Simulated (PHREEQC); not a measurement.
Solution (85 °C): 0.15 mol KOH, 0.0072 mol CO2 and 0.023 mol K2CO3 per kg of water. Closed to the air; pH follows from the charge balance.

All values are PHREEQC results (ion-association model, phreeqc.dat), not measurements.

| quantity | before | after |
|---|---|---|
| pH | 11.46 | 11.46 |
| ionic strength (mol/kgw) | 0.226 | 0.282 |
| HCO3- (mol/kgw) | 0.000508 | 0.000113 |
| CO2 (mol/kgw) | 2.76e-9 | 5.87e-10 |

### Question
What was changed between the two runs?
(A) K2CO3 left out
(B) KOH from 0.15 to 0.225 mol/kgw
(C) K2CO3 replaced by K3PO4 at the same molality
(D) KOH from 0.15 to 0.015 mol/kgw

### Answer
C, K2CO3 replaced by K3PO4 at the same molality

Precipitation was switched off in this run. Constants without temperature data keep their 25 °C values here.
